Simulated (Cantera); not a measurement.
An isothermal, constant-pressure homogeneous reactor starts with NH3 : H2 = 1 : 6.7 (molar parts), at 1725 K and 2000 Pa.

Detailed kinetics in Cantera: the gas-phase N/H chemistry of the illustrative SiF4/NH3 mechanism in the Surface Chemkin manual (1991). Walls and surfaces, which speed up NH3 decomposition in real reactors, are not modelled.

x: mole fraction; the columns are a selection and need not sum to one.

| t (s) | x NH3 | x H2 | x N2 | x N2H4 | x H | x N | x N2H2 |
|---|---|---|---|---|---|---|---|
| 2.00e-6 | 0.130 | 0.870 | <1e-12 | <1e-12 | 1.88e-9 | <1e-12 | <1e-12 |
| 7.29e-6 | 0.130 | 0.870 | <1e-12 | <1e-12 | 7.42e-9 | <1e-12 | <1e-12 |
| 2.65e-5 | 0.130 | 0.870 | <1e-12 | <1e-12 | 3.05e-8 | <1e-12 | <1e-12 |
| 9.67e-5 | 0.130 | 0.870 | <1e-12 | <1e-12 | 1.19e-7 | <1e-12 | <1e-12 |
| 0.000352 | 0.130 | 0.870 | <1e-12 | <1e-12 | 4.41e-7 | <1e-12 | <1e-12 |
| 0.00128 | 0.130 | 0.870 | 6.69e-12 | <1e-12 | 1.61e-6 | <1e-12 | 3.66e-12 |
| 0.00468 | 0.130 | 0.870 | 5.09e-10 | <1e-12 | 5.89e-6 | 1.61e-12 | 5.97e-11 |
| 0.0170 | 0.130 | 0.870 | … | 8.51e-12 | 2.14e-5 | 7.85e-11 | 8.93e-10 |
| 0.0620 | 0.130 | 0.870 | … | 1.11e-10 | 7.75e-5 | 3.70e-9 | 1.46e-8 |
| 0.226 | 0.130 | 0.870 | … | 8.86e-10 | 0.000220 | 8.23e-8 | 1.64e-7 |
| 0.823 | 0.127 | 0.871 | … | 1.08e-9 | 0.000247 | 1.14e-7 | 2.09e-7 |
| 3.00 | 0.119 | 0.876 | … | 9.85e-10 | 0.000253 | 1.13e-7 | 1.92e-7 |

Question: Some entries are withheld; supply them.

Answer: 
- 0.0170, x N2: 2.96e-8
- 0.0620, x N2: 1.82e-6
- 0.226, x N2: 0.000108
- 0.823, x N2: 0.00108
- 3.00, x N2: 0.00455
